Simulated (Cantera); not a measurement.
An isothermal, constant-pressure homogeneous reactor starts with C₂H₆ : N₂ = 1 : 1.3 (molar parts), at 1698 K and 7200 Pa. Integrator tolerance rtol = 1e-08.

Cantera simulation using GRI-Mech 3.0 (53 species, 325 reactions); the numbers are that mechanism's predictions, not measurements. GRI-Mech 3.0 stops at C3 and has no aromatics, soot or wall deposition, so with more carbon than oxygen in the feed, carbon stays in small species such as C2H2 where larger ones or solid carbon would form.

Problem. What does this change do: C2H6 1 to 0.32 parts?

Solution. 
```
quantity                                              before                                      after
-----------------  -----------------------------------------  -----------------------------------------
x(C₂H₆) at 3.00 s    6.13e-8 (gas-phase equilibrium 2.16e-8)    2.85e-8 (gas-phase equilibrium 3.81e-9)
x(H₂) at 3.00 s          0.462 (gas-phase equilibrium 0.463)        0.281 (gas-phase equilibrium 0.282)
x(HCN) at 3.00 s       1.39e-6 (gas-phase equilibrium 0.118)      4.02e-6 (gas-phase equilibrium 0.119)
x(C₂H) at 3.00 s     1.02e-6 (gas-phase equilibrium 7.61e-7)    7.93e-7 (gas-phase equilibrium 4.63e-7)
x(H) at 3.00 s     0.000368 (gas-phase equilibrium 0.000369)  0.000286 (gas-phase equilibrium 0.000288)
x(CH₃) at 3.00 s     3.88e-5 (gas-phase equilibrium 1.97e-5)    2.77e-5 (gas-phase equilibrium 8.26e-6)
```

Problem. What does this change do: temperature 1698 to 1775 K?

Solution. 
```csv
quantity,before,after
x(C₂H₆) at 3.00 s,6.13e-8 (gas-phase equilibrium 2.16e-8),1.22e-8 (gas-phase equilibrium 7.79e-9)
x(H₂) at 3.00 s,0.462 (gas-phase equilibrium 0.463),0.464 (gas-phase equilibrium 0.464)
x(HCN) at 3.00 s,1.39e-6 (gas-phase equilibrium 0.118),5.10e-6 (gas-phase equilibrium 0.123)
x(C₂H) at 3.00 s,1.02e-6 (gas-phase equilibrium 7.61e-7),2.91e-6 (gas-phase equilibrium 2.14e-6)
x(H) at 3.00 s,0.000368 (gas-phase equilibrium 0.000369),0.000739 (gas-phase equilibrium 0.000740)
x(CH₃) at 3.00 s,3.88e-5 (gas-phase equilibrium 1.97e-5),2.74e-5 (gas-phase equilibrium 2.11e-5)
```
